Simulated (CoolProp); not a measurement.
Saturation properties of c-C4F8 (RC318).

The numbers come from the reference Helmholtz-energy equation of state, Platzer 1990 in CoolProp. This equation is an older, rougher fit; its heat capacities, sound speeds and derivatives of the liquid may be far off and weren't checked against measurements.

| T (°C) | p (bar) | vapour density (kg/m³) | enthalpy of vaporisation (kJ/kg) | liquid viscosity (µPa s) | vapour viscosity (µPa s) |
|---|---|---|---|---|---|
| 23.85 | 3.012 | 27.05 | 104.7 | 369 | 10.6 |
| 31.65 | 3.845 | 34.37 | 101.2 | 329 | 11.2 |
| 39.45 | 4.841 | 43.26 | 97.39 | 294 | 11.7 |
| 47.25 | 6.019 | 53.99 | 93.33 | 262 | 12.2 |
| 55.05 | 7.399 | 66.96 | 88.96 | 234 | 12.8 |
| 62.85 | 9.004 | 82.67 | 84.21 | 208 | 13.4 |
| 70.55 | 10.83 | 101.6 | 79.07 | 185 | 14.1 |
| 78.35 | 12.95 | 125.2 | 73.27 | 163 | 15.0 |
| 86.15 | 15.37 | 154.9 | 66.66 | 142 | 16.1 |
| 93.95 | 18.12 | 193.9 | 58.87 | 122 | 17.6 |

It boils at -6.0 °C under 1 atm.

Viscosity comes from a separate model (Huber 2003), an estimate that may be off by 10 % or more.
